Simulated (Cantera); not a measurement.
A freely propagating, adiabatic, planar premixed flame of CH₄ : H₂ : O₂ : N₂ = 1 : 0.32 : 1.8 : 6.77 (molar parts), equivalence ratio 1.2, unburnt at 525 K and 0.132 atm; mixture-averaged transport, grid criteria slope 0.08 and curve 0.16, no radiation.

Cantera simulation using GRI-Mech 3.0 (53 species, 325 reactions); the numbers are that mechanism's predictions, not measurements. Burning velocities carry a grid error of a few per cent, more on coarse grids.

Task: What does this change do: inlet temperature 525 to 550 K?

Result: 
```csv
quantity,before,after
laminar burning velocity,166 cm/s,180 cm/s
thermal thickness,1.91 mm,1.89 mm
peak x(CH₂),8.78e-5,9.11e-5
peak x(C₂H₄),0.000628,0.000643
```
